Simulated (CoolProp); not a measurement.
Saturation properties of R236EA.

Computed with CoolProp (reference Helmholtz-energy equation of state, Rui 2013).

| T (K) | p (kPa) | liquid cp (kJ/(kg K)) | vapour Z | liquid viscosity (µPa s) | liquid conductivity (mW/(m K)) |
|---|---|---|---|---|---|
| 287.2 | 138.2 | 1.243 | 0.9452 | 447 | 83.7 |
| 297.7 | 202.7 | 1.258 | 0.9284 | 385 | 79.9 |
| 308.2 | 288.5 | 1.276 | 0.9085 | 334 | 76.1 |
| 318.6 | 398.4 | 1.298 | 0.8855 | 292 | 72.5 |
| 329.1 | 539.3 | 1.324 | 0.8587 | 255 | 69.0 |
| 339.6 | 715.0 | 1.357 | 0.8279 | 223 | 65.6 |
| 350.1 | 931.0 | 1.398 | 0.7927 | 194 | 62.3 |
| 360.5 | 1190 | 1.451 | 0.7528 | 169 | 59.0 |
| 371 | 1504 | 1.528 | 0.7065 | 145 | 55.7 |
| 381.5 | 1876 | 1.648 | 0.6521 | 123 | 52.5 |

It boils at 279.3 K under 1 atm.

Viscosity comes from a separate model (Huber 2003), an estimate that may be off by 10 % or more. Thermal conductivity comes from a separate model (Huber 2003), an estimate that may be off by 10 % or more.
